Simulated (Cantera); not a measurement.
A closed system holds: 1 mol SiH₂Cl₂, 0.02 mol C₂H₄, 1.5 mol H₂, 0.075 mol HCl, equilibrated at 1073 K and 133 Pa.

Cantera equilibrium calculation (NASA polynomials, part measured and part estimated; ideal gas, pure solids and liquids). Candidate condensed phases: C, C₆H₆, C₇H₈, C₈H₁₈, Si, SiC; 109 gas species. Mutual solubility and eutectic melting of coexisting phases are not modelled. The tables' values for SiCl₃ are old estimates; treat these amounts as uncertain. Rates play no part.

Base state: H₂ 0.746, SiCl₄ 0.106, HCl 0.0988, SiCl₂ 0.0255, SiCl₃ 0.0130, SiHCl₃ 0.00985, SiH₂Cl₂ 0.000106 (mole fractions); condensed: Si(s) + SiC(s).

**Question.** What changes in the equilibrium state with this change: temperature from 1073 K to 2548 K?

**Answer.** 
```json
[
 {"species": "H", "before": "3.31e-7", "after": "0.351"},
 {"species": "Cl", "before": "3.97e-8", "after": "0.188"},
 {"species": "H₂", "before": "0.746", "after": "0.172"},
 {"species": "Si", "before": "<1e-9", "after": "0.145"},
 {"species": "SiCl₄", "before": "0.106", "after": "<1e-9"},
 {"species": "SiCl₃", "before": "0.0130", "after": "2.38e-6"},
 {"species": "SiCl₂", "before": "0.0255", "after": "0.00402"},
 {"species": "HCl", "before": "0.0988", "after": "0.130"},
 {"species": "SiHCl₃", "before": "0.00985", "after": "1.01e-9"},
 {"species": "SiC₂", "before": "<1e-9", "after": "0.00266"},
 {"species": "SiCl", "before": "2.53e-9", "after": "0.00619"},
 {"species": "Si₂C", "before": "<1e-9", "after": "0.000624"},
 {"species": "SiH", "before": "<1e-9", "after": "0.000540"},
 {"species": "Si(s), mol", "before": "0.461", "after": "0"},
 {"species": "SiC(s), mol", "before": "0.0400", "after": "0"}
]
```
The tables' values for SiCl are old estimates; treat these amounts as uncertain.

**Question.** What changes in the equilibrium state with this change: H₂ from 1.5 to 160 mol?

**Answer.** 
```json
[
 {"species": "H₂", "before": "0.746", "after": "0.988"},
 {"species": "HCl", "before": "0.0988", "after": "0.0121"},
 {"species": "SiCl₂", "before": "0.0255", "after": "0.000288"},
 {"species": "SiCl₄", "before": "0.106", "after": "1.36e-5"},
 {"species": "SiCl₃", "before": "0.0130", "after": "1.56e-5"},
 {"species": "SiHCl₃", "before": "0.00985", "after": "1.36e-5"},
 {"species": "SiH₂Cl₂", "before": "0.000106", "after": "1.59e-6"},
 {"species": "Si(s), mol", "before": "0.461", "after": "0.906"},
 {"species": "SiC(s), mol", "before": "0.0400", "after": "0.0400"}
]
```

**Question.** What changes in the equilibrium state with this change: SiH₂Cl₂ replaced by (CH₃)₂SiCl₂?

**Answer.** 
| species | before | after |
|---|---|---|
| H₂ | 0.746 | 0.662 |
| HCl | 0.0988 | 0.326 |
| SiCl₄ | 0.106 | 0.0114 |
| SiCl₂ | 0.0255 | 0.000222 |
| SiCl₃ | 0.0130 | 0.000397 |
| CH₄ | 2.42e-8 | 2.68e-5 |
| SiH₂Cl₂ | 0.000106 | 8.21e-7 |
| Si(s), mol | 0.461 | 0 |
| SiC(s), mol | 0.0400 | 0.932 |
| C(graphite), mol | 0 | 1.11 |
The feed counts by its element totals alone.
